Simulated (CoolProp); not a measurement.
Propylene glycol along the isotherm 346.85 °C: density (kg/m³) from the reference equation and from simpler models built on Tc = 400.8 °C, pc = 7.292 MPa, ω = 0.327; each cubic takes its own stable root.

Model: reference Helmholtz-energy equation of state, Eisenbach 2021, in CoolProp.

| p (MPa) | phase | reference |
|---|---|---|
| 5.21 | liquid | 678.9 |
| 10.4 | liquid | 702.2 |
| 15.6 | liquid | 720.2 |
| 20.8 | liquid | 735.1 |
| 26 | liquid | 747.9 |
| 31.3 | liquid | 759.5 |
| 36.5 | liquid | 769.6 |
| 41.7 | liquid | 778.9 |
| 46.9 | liquid | 787.4 |
| 52.1 | liquid | 795.3 |
| 57.3 | liquid | 802.7 |
| 62.5 | liquid | 809.6 |
| 67.7 | liquid | 816.2 |
| 72.9 | liquid | 822.4 |

How far does each simpler model (van der Waals, Redlich-Kwong, Soave-Redlich-Kwong, Peng-Robinson) lie from the reference over these 14 states: mean and median of the absolute difference, and the worst?


- van der Waals: mean 27.1 %, median 25.6 %, worst -38.1 % at 346.85 °C and 5.21 MPa
- Redlich-Kwong: mean 3.7 %, median 1.7 %, worst -16.0 % at 346.85 °C and 5.21 MPa
- Soave-Redlich-Kwong: mean 2.5 %, median 1.5 %, worst -10.2 % at 346.85 °C and 5.21 MPa
- Peng-Robinson: mean 10.3 %, median 11.6 %, worst +13.5 % at 346.85 °C and 72.9 MPa
